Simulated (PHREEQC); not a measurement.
Solution (25 °C): 190 mmol/kgw NaOH, 0.38 mmol/kgw Na2SO4 and 92 mmol/kgw KBr. Closed to the air; pH follows from the charge balance.

Computed with PHREEQC (ion-association model, phreeqc.dat).

```
quantity            before     after
----------------  --------  --------
pH                   13.11     13.75
SO4-2 (mol/kgw)   0.000271  0.000200
NaSO4- (mol/kgw)   6.71e-5  0.000162
```

Task: Name the change that produced these shifts.
A) NaOH from 0.19 to 0.95 mol/kgw
B) KBr left out
C) Na2SO4 from 0.00038 to 0.0038 mol/kgw
D) KBr from 0.092 to 0.92 mol/kgw
E) temperature from 25 to 15 °C

Result: A, NaOH from 0.19 to 0.95 mol/kgw

No solid was allowed to form. The ionic strength passes 0.7 mol/kgw, the rough limit of the ion-association models, in after.
